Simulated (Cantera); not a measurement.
Charge: 1 mol Cu, 1.7 mol HF, 0.96 mol N₂, held at 1350 K and 0.0413 Torr.

Method: chemical equilibrium by Gibbs-energy minimisation in Cantera with the NASA 1993 tables (ideal gas, pure condensed phases). Candidate condensed phases: Cu, CuF₂; 25 gas species. Equilibrium is a limit: real reactors are often held back by kinetics, nucleation or transport.

Base state: HF 0.629, N₂ 0.357, Cu 0.00890, CuF 0.00319, H₂ 0.00159, H 1.28e-5 (mole fractions); condensed: Cu(s).

**Question.** What changes in the equilibrium state with this change: pressure from 0.0413 Torr to 105 Torr?

**Answer.** 
```tsv
species	before	after
HF	0.629	0.639
N₂	0.357	0.361
CuF	0.00319	0.000235
Cu	0.00890	3.49e-6
H	1.28e-5	6.92e-8
H₂	0.00159	0.000118
Cu(s), mol	0.968	0.999
```

**Question.** What changes in the equilibrium state with this change: temperature from 1350 K to 1300 K?

**Answer.** 
```csv
species,before,after
HF,0.629,0.635
N₂,0.357,0.360
Cu,0.00890,0.00287
H,1.28e-5,4.46e-6
CuF,0.00319,0.00179
H₂,0.00159,0.000895
"Cu(s), mol",0.968,0.988
```
